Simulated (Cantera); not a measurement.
Input: 1 mol SiHCl3, 1.4 mol C2H4, 290 mol H2, at 1900 K and 2200 Pa.

Method: chemical equilibrium by Gibbs-energy minimisation in Cantera with the NASA 1993 tables (ideal gas, pure condensed phases). Candidate condensed phases: C, C6H6, C7H8, C8H18, Si, SiC; 109 gas species. Equilibrium is a limit: real reactors are often held back by kinetics, nucleation or transport.

Base state: H2 0.984, HCl 0.0101, H 0.00531, C2H2 (acetylene) 0.000376, Cl 4.10e-5, Si 2.13e-5, CH4 1.20e-5, SiCl2 1.04e-5 (mole fractions); condensed: C(graphite) + SiC(s).

What changes in the equilibrium state with this change: temperature from 1900 K to 2575 K?


```
species             before    after
----------------  --------  -------
H2                   0.984    0.778
H                  0.00531    0.206
HCl                 0.0101  0.00765
C2H2 (acetylene)  0.000376  0.00382
Si                 2.13e-5  0.00263
C3                   <1e-9  1.35e-5
C                    <1e-9  1.19e-5
C(graphite), mol      1.58        0
SiC(s), mol          0.988        0
```
The tables' values for SiCl are old estimates; treat these amounts as uncertain.
